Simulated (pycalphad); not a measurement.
Computed with pycalphad from the COST 507 light-alloy database (1999), at 1 atm. The data set is of 1999 and partly superseded.

Q: How does the equilibrium phase assembly of Al-2.21Si-10.53Fe (at.%) change on cooling from 1850 K to 500 K?

A: 
```tsv
T (K)	phases above	phases below
1286.4	liquid	AL13FE4 + liquid
905.3	AL13FE4 + liquid	AL13FE4 + fcc + liquid
904.8	AL13FE4 + fcc + liquid	AL13FE4 + ALFESI_ALPHA + fcc
```
Changes were sought between steps of 25 K, so a narrower field can be missed.

Database names, with the compositions (at.%) that they take in these runs: AL13FE4: Al 75 Fe 24 Si 0; ALFESI_ALPHA: Al 74 Fe 19 Si 7.
